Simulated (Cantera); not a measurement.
An isothermal, constant-pressure homogeneous reactor starts with CH4 : N2 = 1 : 3.7 (molar parts), at 1973 K and 9.87e-5 atm. Integrator tolerance rtol = 1e-08.

Detailed kinetics in Cantera: GRI-Mech 3.0 (53 species, 325 reactions). GRI-Mech 3.0 stops at C3 and has no aromatics, soot or wall deposition, so with more carbon than oxygen in the feed, carbon stays in small species such as C2H2 where larger ones or solid carbon would form. Radical loss at walls, strong at low pressure, is not modelled.

```json
[
 {"quantity": "x(CH4) at 100 s", "before": "8.44e-6 (gas-phase equilibrium 3.57e-8)", "after": "0.000137 (gas-phase equilibrium 9.27e-5)"},
 {"quantity": "x(HCN) at 100 s", "before": "0.000168 (gas-phase equilibrium 0.0974)", "after": "0.00460 (gas-phase equilibrium 0.101)"},
 {"quantity": "x(C2H6) at 100 s", "before": "1.59e-12 (gas-phase equilibrium <1e-12)", "after": "9.96e-10 (gas-phase equilibrium 4.51e-10)"},
 {"quantity": "x(C2H2) at 100 s", "before": "0.0871 (gas-phase equilibrium 0.0357)", "after": "0.0852 (gas-phase equilibrium 0.0371)"},
 {"quantity": "x(CH2) at 100 s", "before": "3.06e-7 (gas-phase equilibrium 7.44e-8)", "after": "1.21e-7 (gas-phase equilibrium 8.23e-8)"},
 {"quantity": "x(C2H4) at 100 s", "before": "2.50e-7 (gas-phase equilibrium 6.21e-9)", "after": "3.49e-5 (gas-phase equilibrium 1.52e-5)"},
 {"quantity": "x(H) at 100 s", "before": "0.00978 (gas-phase equilibrium 0.0642)", "after": "0.00156 (gas-phase equilibrium 0.00156)"}
]
```

Problem. What was changed between the two runs?
(A) pressure from 9.87e-5 atm to 0.197 atm
(B) pressure from 9.87e-5 atm to 0.563 atm
(C) N2 3.7 to 5.6 parts
(D) N2 3.7 to 2.5 parts

Solution. A, pressure from 9.87e-5 atm to 0.197 atm
